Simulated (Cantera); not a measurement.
An adiabatic, constant-volume homogeneous reactor starts with C2H4 : O2 : N2 : H2O = 1 : 6.38 : 24 : 2.5 (molar parts), equivalence ratio 0.47, at 1525 K and 3380 Torr. Integrator tolerance rtol = 1e-08.

Detailed kinetics in Cantera: GRI-Mech 3.0 (53 species, 325 reactions). GRI-Mech 3.0 was tuned for natural gas; its chemistry of ethylene as a main component is partial and can be far from experiment.

### Question
What does this change do: 1.4 parts H2 added?

### Answer
```json
[
 {"quantity": "time of steepest temperature rise", "before": "9.99 µs", "after": "5.65 µs"},
 {"quantity": "temperature at 0.200 s", "before": "2599 K", "after": "2750 K"},
 {"quantity": "equilibrium temperature", "before": "2599 K", "after": "2750 K"},
 {"quantity": "x(C2H4) at 0.200 s", "before": "<1e-12 (gas-phase equilibrium <1e-12)", "after": "<1e-12 (gas-phase equilibrium <1e-12)"},
 {"quantity": "x(O2) at 0.200 s", "before": "0.0896 (gas-phase equilibrium 0.0896)", "after": "0.0676 (gas-phase equilibrium 0.0676)"},
 {"quantity": "x(H2O) at 0.200 s", "before": "0.125 (gas-phase equilibrium 0.125)", "after": "0.156 (gas-phase equilibrium 0.156)"},
 {"quantity": "x(CO2) at 0.200 s", "before": "0.0546 (gas-phase equilibrium 0.0546)", "after": "0.0489 (gas-phase equilibrium 0.0489)"},
 {"quantity": "x(H2) at 0.200 s", "before": "0.00143 (gas-phase equilibrium 0.00143)", "after": "0.00380 (gas-phase equilibrium 0.00380)"},
 {"quantity": "x(C2H6) at 0.200 s", "before": "<1e-12 (gas-phase equilibrium <1e-12)", "after": "<1e-12 (gas-phase equilibrium <1e-12)"}
]
```

### Question
What does this change do: initial temperature 1525 to 1623 K?

### Answer
| quantity | before | after |
|---|---|---|
| time of steepest temperature rise | 9.99 µs | 6.40 µs |
| temperature at 0.200 s | 2599 K | 2655 K |
| equilibrium temperature | 2599 K | 2655 K |
| x(C2H4) at 0.200 s | <1e-12 (gas-phase equilibrium <1e-12) | <1e-12 (gas-phase equilibrium <1e-12) |
| x(O2) at 0.200 s | 0.0896 (gas-phase equilibrium 0.0896) | 0.0888 (gas-phase equilibrium 0.0888) |
| x(H2O) at 0.200 s | 0.125 (gas-phase equilibrium 0.125) | 0.123 (gas-phase equilibrium 0.123) |
| x(CO2) at 0.200 s | 0.0546 (gas-phase equilibrium 0.0546) | 0.0532 (gas-phase equilibrium 0.0532) |
| x(H2) at 0.200 s | 0.00143 (gas-phase equilibrium 0.00143) | 0.00184 (gas-phase equilibrium 0.00184) |
| x(C2H6) at 0.200 s | <1e-12 (gas-phase equilibrium <1e-12) | <1e-12 (gas-phase equilibrium <1e-12) |
